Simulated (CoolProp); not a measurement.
Properties of R1234ze(Z) along the isobar 8.15 bar (Tc = 150.1 °C, pc = 35.31 bar, ω = 0.327).

Model: reference Helmholtz-energy equation of state, Akasaka 2019, in CoolProp.

```
T (°C)   phase  cp (kJ/(kg K))  speed of sound (m/s)  isothermal compressibility (1/MPa)  expansivity (1/kK)
------  ------  --------------  --------------------  ----------------------------------  ------------------
54.55   liquid           1.367                   [?]                            0.004739               2.688
63.85   liquid           1.403                 483.8                            0.005691               2.932
73.25   liquid           1.446                 445.4                                 [?]               3.245
82.65      gas           1.131                 141.2                               1.571               5.822
91.95      gas           1.113                 145.9                               1.516               5.179
101.35     gas           1.103                 150.2                               1.474                 [?]
110.65     gas           1.099                 154.1                               1.442               4.306
120.05     gas           1.098                 157.8                                 [?]               3.994
129.45     gas           1.100                 161.2                               1.394                 [?]
138.75     gas             [?]                 164.4                               1.376               3.519
148.15     gas           1.110                 167.6                               1.361               3.332
157.45     gas           1.116                 170.5                               1.348               3.170
166.85     gas           1.123                 173.3                                 [?]               3.027
```

Task: Some entries are withheld; supply them.

Result: 
- 54.55, speed of sound (m/s): 521.1
- 73.25, isothermal compressibility (1/MPa): 0.006993
- 101.35, expansivity (1/kK): 4.688
- 120.05, isothermal compressibility (1/MPa): 1.416
- 129.45, expansivity (1/kK): 3.735
- 138.75, cp (kJ/(kg K)): 1.104
- 166.85, isothermal compressibility (1/MPa): 1.337
